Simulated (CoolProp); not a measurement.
A simple Rankine cycle with carbonyl sulfide: condensing at 316.15 K, boiler at 4.3 MPa, turbine inlet 371.1 K, turbine efficiency 0.9, pump efficiency 0.6, no recuperator. Each further row changes one setting.

The numbers come from the reference Helmholtz-energy equation of state, Lemmon 2006 in CoolProp. It is a short technical equation, of lower accuracy than the large ones.

```
case                             thermal efficiency (%)  net work (kJ/kg)  heat in (kJ/kg)  turbine exit temperature (K)  volume ratio over the turbine
-------------------------------  ----------------------  ----------------  ---------------  ----------------------------  -----------------------------
as stated                                           8.4              19.7              236                         316.2                           2.08
turbine inlet 391.1 K                               8.9              23.3              261                           ___                           2.02
condensing temperature 308.15 K                     9.9              24.6              247                         308.2                           2.47
boiler pressure 3.01 MPa                            ___               ___              ___                           ___                           1.46
turbine efficiency 0.8                              ___               ___              236                         316.2                           2.10
```

Fill in the missing entries.


- turbine inlet 391.1 K, turbine exit temperature (K): 330.5
- boiler pressure 3.01 MPa, thermal efficiency (%): 5.3
- boiler pressure 3.01 MPa, net work (kJ/kg): 13.7
- boiler pressure 3.01 MPa, heat in (kJ/kg): 259
- boiler pressure 3.01 MPa, turbine exit temperature (K): 339.2
- turbine efficiency 0.8, thermal efficiency (%): 7.2
- turbine efficiency 0.8, net work (kJ/kg): 17.1

The expansion ends wet for: as stated; condensing temperature 308.15 K; turbine efficiency 0.8.
